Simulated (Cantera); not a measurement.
Input: 1 mol Fe(CO)₅, 0.52 mol H₂, equilibrated at 1648 K.

These are equilibrium values from Cantera (NASA tables, ideal gas, pure condensed phases), not measurements of a reactor. Candidate condensed phases: C, C₆H₆, C₇H₈, C₈H₁₈, Fe, Fe(CO)₅, FeO, Fe(OH)₂, Fe(OH)₃, Fe₂O₃, Fe₃O₄, H₂O; 114 gas species. Iron dissolves carbon and melts from about 1420 K in contact with it, which pure phases cannot show. Condensed phases not in the tables: cementite and carbon dissolved in iron. Equilibrium is a limit: real reactors are often held back by kinetics, nucleation or transport.

x: gas mole fraction; n: condensed amount in mol.

| P (Pa) | x CO | x H₂ | x Fe | x H | n Fe(γ) | n C(graphite) |
|---|---|---|---|---|---|---|
| 10 | 0.881 | 0.0903 | 0.0261 | (withheld) | 0.852 | 0 |
| 100 | 0.903 | 0.0935 | 0.00261 | (withheld) | 0.986 | 0 |
| 1000 | 0.905 | 0.0940 | 0.000261 | (withheld) | 0.999 | 0 |
| 10000 | 0.906 | 0.0941 | 2.61e-5 | (withheld) | 1.000 | 0 |
| 100000 | 0.906 | 0.0941 | 2.61e-6 | (withheld) | 1.000 | 0.00111 |
| 1000000 | 0.904 | 0.0936 | 2.61e-7 | (withheld) | 1.000 | 0.0115 |

### Question
Complete the blanks.

### Answer

- 10, x H: 0.00268
- 100, x H: 0.000861
- 1000, x H: 0.000273
- 10000, x H: 8.64e-5
- 100000, x H: 2.73e-5
- 1000000, x H: 8.62e-6
